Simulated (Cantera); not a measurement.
Input (Python, Cantera):

```python
import numpy as np
import cantera as ct

gas = ct.Solution("SiF4_NH3_mec.yaml", "gas")
gas.TPX = 1775, 22000, {'NH3': 1, 'H2': 6.2}
reactor = ct.IdealGasConstPressureReactor(gas, energy="off", clone=False)
net = ct.ReactorNet([reactor])
net.rtol, net.atol = 1e-08, 1e-18
show = ['NH3', 'H2', 'NH2', 'N2H4', 'H', 'NH', 'N2']
times = np.geomspace(2e-05, 10, 11)

steps = ct.SolutionArray(gas, extra=["t"])
rows = []
print(f"{'t/s':>10s}{'T/K':>9s}{'P/Pa':>11s}" + "".join(f"{s:>11s}" for s in show))
for t in times:
    while net.time < t:
        t_next = net.step()
        steps.append(gas.state, t=t_next)
    rows.append([np.interp(t, steps.t, y) for y in (steps.T, steps.P, *steps(*show).X.T)])
    print(f"{t:10.3e}{rows[-1][0]:9.1f}{rows[-1][1]:11.4g}" + "".join(f"{x:11.3e}" for x in rows[-1][2:]))
rate = np.gradient(steps.T, steps.t)
print("integrator steps:", len(steps.t))
if steps.T.max() > steps.T[0] + 200:
    print(f"time of steepest temperature rise: {steps.t[rate.argmax()]:.4e} s")
gas.TPX = 1775, 22000, {'NH3': 1, 'H2': 6.2}
gas.equilibrate("TP")
print(f"equilibrium (TP): T = {gas.T:.1f} K  " + "  ".join(f"{s} {gas[s].X[0]:.3e}" for s in show))
```

Output:

```
       t/s      T/K       P/Pa        NH3         H2        NH2       N2H4          H         NH         N2
 2.000e-05   1775.0    2.2e+04  1.389e-01  8.611e-01  2.563e-07  4.315e-14  5.836e-07  7.483e-12  4.969e-15
 7.429e-05   1775.0    2.2e+04  1.389e-01  8.611e-01  9.374e-07  6.717e-13  2.182e-06  1.146e-10  1.784e-12
 2.759e-04   1775.0    2.2e+04  1.389e-01  8.611e-01  3.466e-06  9.578e-12  8.118e-06  1.626e-09  3.638e-10
 1.025e-03   1775.0    2.2e+04  1.389e-01  8.611e-01  1.283e-05  1.326e-10  3.010e-05  2.247e-08  3.975e-08
 3.807e-03   1775.0    2.2e+04  1.388e-01  8.610e-01  4.584e-05  1.696e-09  1.076e-04  2.867e-07  3.056e-06
 1.414e-02   1775.0    2.2e+04  1.385e-01  8.611e-01  9.740e-05  7.639e-09  2.293e-04  1.289e-06  1.222e-04
 5.253e-02   1775.0    2.2e+04  1.369e-01  8.620e-01  9.946e-05  7.965e-09  2.372e-04  1.360e-06  8.392e-04
 1.951e-01   1775.0    2.2e+04  1.310e-01  8.653e-01  9.649e-05  7.496e-09  2.414e-04  1.338e-06  3.423e-03
 7.248e-01   1775.0    2.2e+04  1.118e-01  8.760e-01  8.646e-05  6.017e-09  2.566e-04  1.261e-06  1.185e-02
 2.692e+00   1775.0    2.2e+04  6.561e-02  9.019e-01  5.938e-05  2.836e-09  3.091e-04  1.017e-06  3.213e-02
 1.000e+01   1775.0    2.2e+04  1.533e-02  9.300e-01  2.003e-05  3.216e-10  4.600e-04  4.974e-07  5.422e-02
integrator steps: 739
equilibrium (TP): T = 1775.0 K  NH3 1.506e-06  H2 9.384e-01  NH2 2.552e-09  N2H4 5.271e-18  H 6.017e-04  NH 8.236e-11  N2 6.096e-02
```

Detailed kinetics in Cantera: the gas-phase N/H chemistry of the illustrative SiF4/NH3 mechanism in the Surface Chemkin manual (1991). Walls and surfaces, which speed up NH3 decomposition in real reactors, are not modelled.
